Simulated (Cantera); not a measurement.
Input (Python, Cantera):

```python
import numpy as np
import cantera as ct

gas = ct.Solution("h2o2.yaml")
gas.TPX = 550, 99000, {'H2': 1, 'O2': 0.581, 'N2': 2.67}
flame = ct.FreeFlame(gas, width=0.04)
flame.set_refine_criteria(ratio=3, slope=0.08, curve=0.16)
flame.transport_model = "mixture-averaged"
flame.solve(loglevel=0, auto=True)
flame.transport_model = "multicomponent"
flame.soret_enabled = False
flame.solve(loglevel=0, refine_grid=True)
z, T = flame.grid, flame.T
thick = (T[-1] - T[0]) / np.gradient(T, z).max()
show = ['H2', 'O2', 'HO2', 'H2O', 'OH', 'O']
print(f"laminar burning velocity  {flame.velocity[0] * 100:.3f} cm/s")
print(f"burnt temperature         {T[-1]:.1f} K")
print(f"thermal thickness         {thick * 1e3:.4f} mm")
print(f"grid points               {len(z)}")
z0 = z[flame.heat_release_rate.argmax()]
print(f"{'z/mm':>9s}{'T/K':>9s}{'u/(m/s)':>9s}" + "".join(f"{s:>11s}" for s in show))
rows = []
for k in (-3, -2, -1.5, -1, -0.5, -0.25, 0, 0.25, 0.5, 1, 2, 4, 8):
    zz = z0 + k * thick
    rows.append([k * thick, np.interp(zz, z, T), np.interp(zz, z, flame.velocity),
                 *(np.interp(zz, z, flame.X[gas.species_index(s)]) for s in show)])
    print(f"{rows[-1][0] * 1e3:9.3f}{rows[-1][1]:9.1f}{rows[-1][2]:9.3f}" + "".join(f"{x:11.3e}" for x in rows[-1][3:]))
```

Result:

```
laminar burning velocity  439.112 cm/s
burnt temperature         2244.8 K
thermal thickness         0.4725 mm
grid points               124
     z/mm      T/K  u/(m/s)         H2         O2        HO2        H2O         OH          O
   -1.418    550.0    4.391  2.352e-01  1.367e-01  2.751e-12  8.449e-12  3.151e-16  1.253e-14
   -0.945    550.0    4.391  2.352e-01  1.367e-01  5.443e-10  1.196e-09  1.049e-13  4.172e-12
   -0.709    550.0    4.391  2.352e-01  1.367e-01  6.090e-09  1.154e-08  1.486e-12  5.901e-11
   -0.473    550.0    4.390  2.350e-01  1.367e-01  4.637e-07  6.435e-07  1.696e-10  4.791e-09
   -0.236    564.5    4.476  2.290e-01  1.372e-01  1.924e-04  7.310e-04  2.806e-05  4.865e-06
   -0.118    761.8    5.895  1.965e-01  1.326e-01  2.073e-04  1.862e-02  6.612e-04  2.103e-04
    0.000   1168.1    8.756  1.145e-01  1.010e-01  8.888e-05  9.002e-02  2.538e-03  3.670e-03
    0.118   1469.7   10.883  4.660e-02  5.522e-02  4.118e-05  1.710e-01  7.328e-03  9.217e-03
    0.236   1620.5   11.929  2.945e-02  3.987e-02  2.582e-05  1.974e-01  1.022e-02  1.031e-02
    0.473   1773.0   12.942  2.479e-02  3.412e-02  1.776e-05  2.104e-01  1.214e-02  8.859e-03
    0.945   1918.1   13.871  2.086e-02  3.050e-02  1.204e-05  2.221e-01  1.276e-02  6.472e-03
    1.890   2041.4   14.635  1.566e-02  2.739e-02  7.681e-06  2.338e-01  1.204e-02  4.197e-03
    3.780   2137.0   15.213  1.023e-02  2.496e-02  4.650e-06  2.444e-01  1.023e-02  2.411e-03
```

Cantera simulation using the H2/O2 subset of GRI-Mech 3.0, which has no nitrogen chemistry; the numbers are that mechanism's predictions, not measurements. Burning velocities carry a grid error of a few per cent, more on coarse grids.
